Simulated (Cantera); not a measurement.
An adiabatic, constant-pressure homogeneous reactor starts with CH4 : CO : O2 : N2 : H2O = 1 : 0.1 : 0.932 : 4.57 : 0.018 (molar parts), equivalence ratio 2.2, at 1448 K and 7500 Torr.

Computed with Cantera and GRI-Mech 3.0 (53 species, 325 reactions).

Problem. Predict: time of steepest temperature rise; temperature at 0.700 s; equilibrium temperature; x(CH4) at 0.700 s; x(CO) at 0.700 s; x(O2) at 0.700 s.

Solution. 
```json
{
 "time_of_steepest_temperature_rise": "0.654 ms",
 "temperature at 0.700 s": "2291 K",
 "equilibrium_temperature": "2291 K",
 "x(CH4) at 0.700 s": "4.41e-9 (gas-phase equilibrium 4.97e-9)",
 "x(CO) at 0.700 s": "0.129 (gas-phase equilibrium 0.129)",
 "x(O2) at 0.700 s": "1.52e-7 (gas-phase equilibrium 1.52e-7)"
}
```
